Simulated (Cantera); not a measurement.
## Equilibrium for sublimation and decomposition of ceramics: BN + N₂

Feed: 1 mol BN, 3.1 mol N₂, equilibrated at 10.0 mbar.

Method: chemical equilibrium by Gibbs-energy minimisation in Cantera with the NASA 1993 tables (ideal gas, pure condensed phases). Candidate condensed phases: B, BN; 5 gas species. Kinetics and transport are ignored.

From 2177 °C to 2402 °C the condensed part is B(l). The main B-bearing gas is B throughout. The share of B in condensed phases is highest at 2177 °C (98.0 %) and lowest at 2402 °C (84.0 %).

| T (°C) | x N₂ | x B | x BN | x B₂ | n B(l) |
|---|---|---|---|---|---|
| 2177 | 0.994 | 0.00531 | 0.000221 | 8.29e-7 | 0.980 |
| 2202 | 0.993 | 0.00680 | 0.000271 | 1.17e-6 | 0.974 |
| 2227 | 0.991 | 0.00867 | 0.000331 | 1.65e-6 | 0.967 |
| 2252 | 0.989 | 0.0110 | 0.000402 | 2.31e-6 | 0.959 |
| 2277 | 0.986 | 0.0139 | 0.000486 | 3.20e-6 | 0.948 |
| 2302 | 0.982 | 0.0174 | 0.000586 | 4.41e-6 | 0.934 |
| 2327 | 0.978 | 0.0218 | 0.000703 | 6.03e-6 | 0.917 |
| 2352 | 0.972 | 0.0271 | 0.000839 | 8.20e-6 | 0.896 |
| 2377 | 0.965 | 0.0336 | 0.000998 | 1.11e-5 | 0.871 |
| 2402 | 0.957 | 0.0415 | 0.00118 | 1.49e-5 | 0.840 |
x: gas mole fraction; n: condensed amount in mol.
